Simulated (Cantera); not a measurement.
A closed system holds: 1 mol SiCl₄, 0.042 mol HCl, 1000 mol H₂, 1.2 mol C₂H₄, equilibrated at 1000 Pa.

Equilibrium computed with Cantera from the NASA thermochemical tables; the gas is ideal and each condensed phase is pure. Candidate condensed phases: C, C₆H₆, C₇H₈, C₈H₁₈, Si, SiC; 109 gas species. Kinetics and transport are ignored. All values below are at 675 °C.

Base state: H₂ 0.995, HCl 0.00403, CH₄ 0.00140 (mole fractions); condensed: SiC(s).

What changes in the equilibrium state with this change: pressure from 1000 Pa to 100000 Pa?


| species | before | after |
|---|---|---|
| H₂ | 0.995 | 0.995 |
| HCl | 0.00403 | 0.00328 |
| CH₄ | 0.00140 | 0.00162 |
| SiHCl₃ | 2.61e-8 | 0.000121 |
| SiH₂Cl₂ | 2.94e-9 | 1.67e-5 |
| SiCl₄ | 2.35e-8 | 8.83e-5 |
| SiC(s), mol | 1.000 | 0.772 |

What changes in the equilibrium state with this change: H₂ from 1000 to 1.3 mol?


```
species            before     after
----------------  -------  --------
H₂                  0.995     0.662
HCl               0.00403     0.176
SiCl₄             2.35e-8     0.158
SiCl₃             2.25e-9  0.000283
SiHCl₃            2.61e-8   0.00268
SiCl₂             7.27e-9   1.71e-5
CH₄               0.00140  0.000752
SiC(s), mol         1.000     0.203
C(graphite), mol        0      2.19
```
The tables' values for SiCl₃ are old estimates; treat these amounts as uncertain.
